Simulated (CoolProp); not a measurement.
Ammonia along the isotherm 341.1 K: Z from the reference equation and from simpler models built on Tc = 405.6 K, pc = 11.36 MPa, ω = 0.256; each cubic takes its own stable root.

The numbers come from the reference Helmholtz-energy equation of state, Gao 2020 in CoolProp.

| p (MPa) | phase | reference | van der Waals | Peng-Robinson |
|---|---|---|---|---|
| 0.18 | gas | 0.9889 | 0.9929 | 0.9898 |
| 0.369 | gas | 0.9769 | 0.9853 | 0.9790 |
| 0.758 | gas | 0.9516 | [?] | 0.9563 |
| 1.56 | gas | 0.8952 | 0.9347 | 0.9068 |
| 6.56 | liquid | 0.07340 | [?] | 0.08333 |
| 13.5 | liquid | 0.1480 | 0.2696 | [?] |
| 27.7 | liquid | 0.2938 | 0.5182 | 0.3294 |
| 56.8 | liquid | [?] | [?] | 0.6400 |

Some entries are withheld; supply them.


- 0.758, van der Waals: 0.9693
- 6.56, van der Waals: 0.1388
- 13.5, Peng-Robinson: 0.1671
- 56.8, reference: 0.5744
- 56.8, van der Waals: 0.9905
